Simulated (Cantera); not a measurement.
Input: 1 mol H2O, 0.043 mol O2, a varied amount of N2, equilibrated at 625 K and 0.180 Torr.

These are equilibrium values from Cantera (NASA tables, ideal gas, pure condensed phases), not measurements of a reactor. Candidate condensed phases: H2O; 24 gas species. Kinetics and transport are ignored.

log p: log10 of the partial pressure in bar; nothing condenses.

```
n(N2) (mol)  log p N2  log p H2O  log p O2  log p NO
-----------  --------  ---------  --------  --------
1.3             -3.88      -3.99     -5.36    -11.59
5.1             -3.70        [?]       [?]       [?]
9               -3.67      -4.62     -5.99    -11.81
13              -3.65      -4.77     -6.13    -11.87
17              -3.65        [?]       [?]    -11.92
21              -3.64      -4.96     -6.33    -11.96
25              -3.64      -5.04     -6.40    -12.00
28              -3.64      -5.08     -6.45    -12.02
32              -3.63      -5.14     -6.51    -12.05
36              -3.63      -5.19     -6.56    -12.07
```

**Question.** Complete the blanks.

**Answer.** 
- 17, log p H2O: -4.88
- 17, log p O2: -6.24
- 5.1, log p H2O: -4.41
- 5.1, log p O2: -5.77
- 5.1, log p NO: -11.72
